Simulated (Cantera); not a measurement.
Thermodynamics of iron carbonyl, mercury and lead vapours, feed PbO + CO + H2

Charge: 1 mol PbO, 0.25 mol CO, 0.41 mol H2, held at 35.3 Torr.

Cantera equilibrium calculation (NASA polynomials, part measured and part estimated; ideal gas, pure solids and liquids). Candidate condensed phases: C, C6H6, C7H8, C8H18, H2O, Pb, PbO, PbO2, Pb3O4; 113 gas species. Each liquid is taken as pure. Mutual solubility and eutectic melting of coexisting phases are not modelled. Gases not in the tables: (PbO)n polymers. The numbers say what is thermodynamically allowed, not how fast it happens.

```
T (K)  x H2O  x CO2     x Pb     x PbO  n Pb(l)  n PbO(yellow)  n PbO(l)
-----  -----  -----  -------  --------  -------  -------------  --------
1100   0.619  0.378  0.00258  0.000132    0.658          0.340         0
1150   0.617  0.376  0.00616  0.000484    0.656          0.340         0
1200   0.612  0.373   0.0137   0.00145    0.651              0     0.339
1250   0.601  0.366   0.0285   0.00389    0.640              0     0.338
1300   0.580  0.354   0.0558   0.00960    0.620              0     0.334
1350   0.542  0.331    0.104    0.0221    0.581              0     0.324
1400   0.476  0.290    0.185    0.0476    0.500              0     0.300
1450   0.364  0.221    0.317    0.0970    0.302              0     0.232
```
x: gas mole fraction; n: condensed amount in mol.

From 1100 K to 1150 K the condensed part is Pb(l) + PbO(yellow). From 1200 K to 1450 K the condensed part is Pb(l) + PbO(l). The share of Pb in condensed phases is highest at 1100 K (99.8 %) and lowest at 1450 K (53.3 %).
